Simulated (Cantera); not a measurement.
Input (Python, Cantera):

```python
import numpy as np
import cantera as ct

gas = ct.Solution("gri30.yaml", transport_model="mixture-averaged")
show = ['NO', 'H2O', 'H']

rows = []
print(f"{'T/K':>7s}{'rho':>11s}{'cp':>10s}{'mu':>11s}{'lambda':>11s}{'Pr':>7s}" + "".join(f"{'D_' + s:>11s}" for s in show))
for T in [400, 650, 900, 1150, 1400, 1650, 1900, 2150]:
    gas.TPX = T, 100000, {'N2O': 0.85}
    Pr = gas.cp_mass * gas.viscosity / gas.thermal_conductivity
    D = [gas.mix_diff_coeffs_mole[gas.species_index(s)] for s in show]
    rows.append([gas.density, gas.cp_mass, gas.viscosity, gas.thermal_conductivity, Pr, *D])
    print(f"{T:7g}{gas.density:11.4e}{gas.cp_mass:10.1f}{gas.viscosity:11.4e}"
          f"{gas.thermal_conductivity:11.4e}{Pr:7.3f}" + "".join(f"{d:11.4e}" for d in D))
print("SI units: kg/m3, J/kg/K, Pa s, W/m/K, m2/s")
```

Result:

```
    T/K        rho        cp         mu     lambda     Pr       D_NO      D_H2O        D_H
    400 1.3234e+00     970.3 1.9459e-05 2.5465e-02  0.741 2.6168e-05 2.9593e-05 1.6824e-04
    650 8.1439e-01    1126.8 2.9093e-05 4.4367e-02  0.739 6.1247e-05 7.5264e-05 3.9968e-04
    900 5.8817e-01    1226.6 3.7113e-05 6.1547e-02  0.740 1.0669e-04 1.3682e-04 7.0079e-04
   1150 4.6031e-01    1285.1 4.4145e-05 7.7125e-02  0.736 1.6124e-04 2.1181e-04 1.0627e-03
   1400 3.7811e-01    1326.8 5.0510e-05 9.1407e-02  0.733 2.2411e-04 2.9872e-04 1.4797e-03
   1650 3.2082e-01    1359.1 5.6394e-05 1.0465e-01  0.732 2.9471e-04 3.9652e-04 1.9481e-03
   1900 2.7861e-01    1383.6 6.1915e-05 1.1706e-01  0.732 3.7263e-04 5.0453e-04 2.4649e-03
   2150 2.4621e-01    1402.0 6.7153e-05 1.2879e-01  0.731 4.5753e-04 6.2223e-04 3.0280e-03
SI units: kg/m3, J/kg/K, Pa s, W/m/K, m2/s
```

Detailed kinetics in Cantera: GRI-Mech 3.0 (53 species, 325 reactions). The composition is frozen, though it would react at the higher temperatures.
